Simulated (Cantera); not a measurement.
Mixture: 4.79 % CO, 2.54 % H2, 2.78 % CH4, 21.0 % O2, 68.9 % N2, equivalence ratio 0.44, at 1280 Torr, adiabatic and at constant pressure. Ignition delay is the time to a rise of 400 K.

Model: GRI-Mech 3.0 (53 species, 325 reactions), integrated in Cantera. Below about 1000 K GRI-Mech 3.0 lacks low-temperature oxidation paths. Below about 950 K walls govern HO2 and H2O2 in real vessels.

Predict: delay at 900 K; delay at 1000 K; delay at 1100 K; delay at 1200 K; apparent activation energy between 1150 and 1250 K.


```json
{
  "delay at 900 K": "0.188 s",
  "delay at 1000 K": "5.53 ms",
  "delay at 1100 K": "1.02 ms",
  "delay at 1200 K": "0.351 ms",
  "apparent activation energy between 1150 and 1250 K": "110 kJ/mol"
}
```
